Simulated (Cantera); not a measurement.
A closed system holds: 1 mol SiCl4, 0.29 mol N2, 4.9 mol NH3, equilibrated at 1898.15 K and 2.55 Torr.

Equilibrium computed with Cantera from the NASA thermochemical tables; the gas is ideal and each condensed phase is pure. Candidate condensed phases: NH4Cl, Si, Si3N4; 28 gas species. The tables' values for SiCl, SiCl3, SiN are old estimates; treat these amounts as uncertain. Gases not in the tables: Si2H6 and higher silanes. The numbers say what is thermodynamically allowed, not how fast it happens.

Base state: H2 0.515, N2 0.225, HCl 0.167, SiCl2 0.0783, H 0.00963, Cl 0.00236, Si 0.00193, SiCl 0.00131 (mole fractions); condensed: gas only.

Problem. What changes in the equilibrium state with this change: temperature from 1898.15 K to 823.15 K?

Solution. 
| species | before | after |
|---|---|---|
| H2 | 0.515 | 0.494 |
| HCl | 0.167 | 0.305 |
| N2 | 0.225 | 0.190 |
| SiCl2 | 0.0783 | 2.86e-9 |
| SiCl4 | 2.19e-6 | 0.0117 |
| H | 0.00963 | <1e-9 |
| Cl | 0.00236 | <1e-9 |
| Si | 0.00193 | <1e-9 |
| SiCl | 0.00131 | <1e-9 |
| SiH | 7.05e-5 | <1e-9 |
| Si3N4(s), mol | 0 | 0.289 |

Problem. What changes in the equilibrium state with this change: temperature from 1898.15 K to 1298.15 K?

Solution. 
```csv
species,before,after
H2,0.515,0.480
HCl,0.167,0.324
N2,0.225,0.187
SiCl2,0.0783,0.00478
Si,0.00193,<1e-9
SiCl,0.00131,1.43e-8
SiH,7.05e-5,<1e-9
SiN,1.80e-5,<1e-9
"Si3N4(s), mol",0,0.298
```
The tables' values for SiCl3 are old estimates; treat these amounts as uncertain.

Problem. What changes in the equilibrium state with this change: pressure from 2.55 Torr to 0.0713 Torr?

Solution. 
```
species    before    after
-------  --------  -------
H2          0.515    0.445
N2          0.225    0.212
HCl         0.167    0.194
H         0.00963   0.0536
SiCl2      0.0783   0.0469
Si        0.00193   0.0264
Cl        0.00236   0.0177
SiCl3    0.000356  4.47e-5
Si2       8.25e-6  4.31e-5
SiH2      1.58e-5  5.23e-6
```
